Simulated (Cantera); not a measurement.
Feed: 1 mol Si3N4, 7.2 mol H2O, 0.34 mol H2, at 775 K and 22000 Pa.

Cantera equilibrium calculation (NASA polynomials, part measured and part estimated; ideal gas, pure solids and liquids). Candidate condensed phases: H2O, Si, SiO2, Si2N2O, Si3N4; 35 gas species. Kinetics and transport are ignored.

Base state: H2 0.664, N2 0.210, H2O 0.126, NH3 0.000211 (mole fractions); condensed: SiO2(α-quartz).

Q: What changes in the equilibrium state with this change: temperature from 775 K to 1923 K?

A: 
```json
[
 {"species": "H2", "before": "0.664", "after": "0.662"},
 {"species": "N2", "before": "0.210", "after": "0.209"},
 {"species": "H2O", "before": "0.126", "after": "0.126"},
 {"species": "H", "before": "<1e-9", "after": "0.00163"},
 {"species": "SiO", "before": "<1e-9", "after": "0.000491"},
 {"species": "OH", "before": "<1e-9", "after": "2.68e-5"},
 {"species": "NH3", "before": "0.000211", "after": "1.25e-6"},
 {"species": "SiO2(α-quartz), mol", "before": "3.00", "after": "0"},
 {"species": "SiO2(condensed), mol", "before": "0", "after": "3.00"}
]
```
The tables hold silica as quartz up to 1696 K and as liquid above; real silica turns to tridymite and cristobalite and melts near 1996 K. Gases not in the tables: Si(OH)4.

Q: What changes in the equilibrium state with this change: Si3N4 replaced by AlN?

A: 
```
species                before    after
-------------------  --------  -------
H2O                     0.126    0.709
H2                      0.664    0.229
N2                      0.210   0.0622
NH3                  0.000211  2.33e-5
SiO2(α-quartz), mol      3.00        0
Al2O3(s), mol               0    0.500
```
Further candidate phases: Al, AlN, Al2O3.
